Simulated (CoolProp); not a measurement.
Properties of dimethyl ether at several states (Tc = 400.4 K, pc = 53.37 bar, ω = 0.196).

Model: reference Helmholtz-energy equation of state, Wu 2011, in CoolProp.

```csv
T (K),p (bar),phase,Z,cp (kJ/(kg K)),speed of sound (m/s),isothermal compressibility (1/MPa),expansivity (1/kK)
352.8,11.8,gas,0.8678,1.857,240.2,0.9941,[?]
497.3,14.1,gas,0.9524,2.078,302.1,0.7445,2.351
464.5,0.478,gas,0.9980,1.927,[?],20.96,2.167
505.7,8.1,gas,[?],2.073,309.9,1.267,[?]
242.2,11.2,liquid,0.03441,2.218,1187,0.001431,[?]
```

Q: Complete the blanks.

A: 
- 352.8, expansivity (1/kK): 4.529
- 464.5, speed of sound (m/s): 303.7
- 505.7, Z: 0.9741
- 505.7, expansivity (1/kK): 2.152
- 242.2, expansivity (1/kK): 1.807
